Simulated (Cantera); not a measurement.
What does this Cantera script print?

```python
import numpy as np
import cantera as ct

gas_names = [...]  # 136 gases of nasa_gas.yaml made of C, H, N, O
cond_names = """
    C(gr) C6H6(L) C7H8(L) C8H18(L),n-octa H2O(s) H2O(L)
""".split()


# ... load() reads the species with a 1 bar reference pressure and builds the phases ...
atoms = {
    'n-butane': {'C': 4, 'H': 10},
    'H2O': {'H': 2, 'O': 1},
    'N2': {'N': 2},
}
top_T = {'C(gr)': 4500}  # K; cautious upper limits of use, not melting points


# ... equilibrate(T, P, feed) seeds the gas with the atoms and calls Mixture.equilibrate('TP', solver="vcs", rtol=1e-11, max_steps=5000) ...
results = []
feed = {'n-butane': 1, 'H2O': 2.9, 'N2': 19}  # mol
T = 2923  # K
P = 24000  # Pa
mix = equilibrate(T, P, feed)
results.append((T, P, feed, dict(zip(mix.species_names, mix.species_moles))))
x = sorted(zip(gas.X, gas.species_names), reverse=True)
print(f"T = {T:g} K  P = {P:g} Pa  gas = {mix.phase_moles(0):.4g} mol")
print("   x: " + "  ".join(f"{s} {v:.3e}" for v, s in x if v > 0.0001))
print("   condensed (mol): " + ("  ".join(f"{mix.phase(i).name} {mix.phase_moles(i):.4g}"
      for i in range(1, mix.n_phases) if mix.phase_moles(i) > 1e-12) or "none"))
```

Output:

```
T = 2923 K  P = 24000 Pa  gas = 31.52 mol
   x: N2 5.873e-01  H2 1.804e-01  H 1.074e-01  CO 9.200e-02  HCN 2.491e-02  HNC 4.415e-03  C2H2,acetylene 1.715e-03  CN 1.419e-03  C2H 1.567e-04
   condensed (mol): none
```

Cantera equilibrium calculation (NASA polynomials, part measured and part estimated; ideal gas, pure solids and liquids).
